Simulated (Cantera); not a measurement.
Feed: 1 mol NaI, 6.1 mol H₂, at 1800 K and 13.3 mbar.

Method: chemical equilibrium by Gibbs-energy minimisation in Cantera with the NASA 1993 tables (ideal gas, pure condensed phases). Candidate condensed phases: I₂, Na, NaI; 9 gas species. Gases not in the tables: NaBr and NaI dimers. Equilibrium is a limit: real reactors are often held back by kinetics, nucleation or transport.

Base state: H₂ 0.834, NaI 0.111, Na 0.0262, I 0.0235, H 0.00283, HI 0.00264, NaH 1.81e-5 (mole fractions); condensed: gas only.

**Question.** What changes in the equilibrium state with this change: pressure from 13.3 mbar to 1.33 mbar?

**Answer.** 
```json
[
 {"species": "H₂", "before": "0.834", "after": "0.797"},
 {"species": "NaI", "before": "0.111", "after": "0.0687"},
 {"species": "Na", "before": "0.0262", "after": "0.0628"},
 {"species": "I", "before": "0.0235", "after": "0.0607"},
 {"species": "H", "before": "0.00283", "after": "0.00875"},
 {"species": "NaH", "before": "1.81e-5", "after": "1.35e-5"},
 {"species": "HI", "before": "0.00264", "after": "0.00211"}
]
```
